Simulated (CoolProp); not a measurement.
A closed Brayton cycle with dry air: compressor inlet 312.15 K and 7 MPa, high pressure 19.8 MPa, turbine inlet 925 K, compressor efficiency 0.8, turbine efficiency 0.85, recuperator effectiveness 0 (on enthalpy, no pinch check). Each further row changes one setting.

The numbers come from the reference Helmholtz-energy equation of state, Lemmon 2000 in CoolProp. It is a pseudo-pure fit of the blend.

| case | thermal efficiency (%) | net work (kJ/kg) | compressor to turbine work | compressor exit (K) | turbine exit (K) |
|---|---|---|---|---|---|
| as stated | 13.9 | 74.2 | 0.65 | 447.9 | 739.0 |
| turbine inlet 875 K | 13.2 | 62.6 | 0.69 | 447.9 | 697.4 |
| compressor inlet 322.15 K | 13.4 | 69.4 | 0.68 | 462.2 | 739.0 |
| high pressure 16.8 MPa | 12.4 | 69.3 | 0.62 | 423.7 | 765.5 |
| recuperator effectiveness 0.5 | 19.7 | 74.2 | 0.65 | 447.9 | 739.0 |
